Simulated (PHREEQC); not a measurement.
Make-up at 25 °C: 0.065 mol/kgw Fe2(SO4)3. Closed to the air; pH follows from the charge balance.

All values are PHREEQC results (ion-association model, wateq4f.dat), not measurements.

No solid was allowed to form.

Order these Fe species by the share of Fe that they hold, largest first: FeSO4+, Fe(SO4)2-, Fe2(OH)2+4, Fe+3, FeOH+2.

FeSO4+ (68 %), Fe(SO4)2- (20 %), Fe2(OH)2+4 (3.9 %), Fe+3 (2.6 %), FeOH+2 (2.4 %)

The pH is 2.51 and the ionic strength 0.211 mol/kgw. Examples of supersaturated solids here: Hematite (slow to form), Goethite (slow to form). Others may be too.
